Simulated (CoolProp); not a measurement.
A single-stage vapour-compression cycle with R22: evaporating at 227.15 K (dew point), condensing at 261.15 K (bubble point), superheat 2 K, subcooling 0 K, compressor efficiency 0.85, no pressure losses. Each further row changes one setting.

Values from CoolProp's reference Helmholtz-energy equation of state, Kamei 1995.

```csv
case,cooling COP,pressure ratio,discharge temperature (K),refrigerating effect (kJ/kg),volumetric capacity (kJ/m³)
as stated,4.98,4.19,299.4,200,739
evaporating temperature 232.15 K,6.08,3.29,292.8,[?],[?]
condensing temperature 256.15 K,[?],[?],[?],206,760
subcooling 5 K,5.12,4.19,299.4,206,760
superheat 12 K,4.90,4.19,310.7,206,[?]
compressor efficiency 0.75,4.39,4.19,[?],200,739
```

Problem. Fill in the missing entries.

Solution. 
- evaporating temperature 232.15 K, refrigerating effect (kJ/kg): 203
- evaporating temperature 232.15 K, volumetric capacity (kJ/m³): 937
- condensing temperature 256.15 K, cooling COP: 5.95
- condensing temperature 256.15 K, pressure ratio: 3.48
- condensing temperature 256.15 K, discharge temperature (K): 289.9
- superheat 12 K, volumetric capacity (kJ/m³): 727
- compressor efficiency 0.75, discharge temperature (K): 307.1
